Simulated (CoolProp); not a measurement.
The fluoroketone C6F12O (FK-5-1-12) at several states: fugacity coefficient from the reference equation and from simpler models built on Tc = 441.8 K, pc = 1.869 MPa, ω = 0.471; each cubic takes its own stable root.

The numbers come from the reference Helmholtz-energy equation of state, McLinden 2015 in CoolProp.

```json
[
 {"T (K)": "473.4", "p (MPa)": "1.95", "phase": "supercritical", "reference": "0.7358", "van der Waals": "0.7395", "Redlich-Kwong": "0.7238", "Soave-Redlich-Kwong": "0.7433", "Peng-Robinson": "0.7185"},
 {"T (K)": "208.1", "p (MPa)": "3.63", "phase": "liquid", "reference": "3.832e-5", "van der Waals": "0.01679", "Redlich-Kwong": "0.0007368", "Soave-Redlich-Kwong": "4.482e-5", "Peng-Robinson": "5.039e-5"},
 {"T (K)": "249.7", "p (MPa)": "5.25", "phase": "liquid", "reference": "0.0009363", "van der Waals": "0.04298", "Redlich-Kwong": "0.006278", "Soave-Redlich-Kwong": "0.001002", "Peng-Robinson": "0.001013"},
 {"T (K)": "287.8", "p (MPa)": "0.696", "phase": "liquid", "reference": "0.03794", "van der Waals": "0.3488", "Redlich-Kwong": "0.1246", "Soave-Redlich-Kwong": "0.03833", "Peng-Robinson": "0.03886"},
 {"T (K)": "304.5", "p (MPa)": "0.0345", "phase": "gas", "reference": "0.9745", "van der Waals": "0.9870", "Redlich-Kwong": "0.9823", "Soave-Redlich-Kwong": "0.9784", "Peng-Robinson": "0.9775"},
 {"T (K)": "474.6", "p (MPa)": "0.592", "phase": "gas", "reference": "0.9172", "van der Waals": "0.9216", "Redlich-Kwong": "0.9140", "Soave-Redlich-Kwong": "0.9197", "Peng-Robinson": "0.9096"}
]
```
